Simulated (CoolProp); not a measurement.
Methanol at 273.63 K and 6.38 MPa is throttled through a valve to 4.18 MPa with no heat exchange. Each further row changes one setting.

Values from CoolProp's reference Helmholtz-energy equation of state, de Reuck 1993.

```
case                      temperature change (K)  final density (kg/m³)
------------------------  ----------------------  ---------------------
as stated                                   +0.8                    812
outlet pressure 1.25 MPa                    +1.8                    809
outlet pressure 5.43 MPa                    +0.3                    813
```
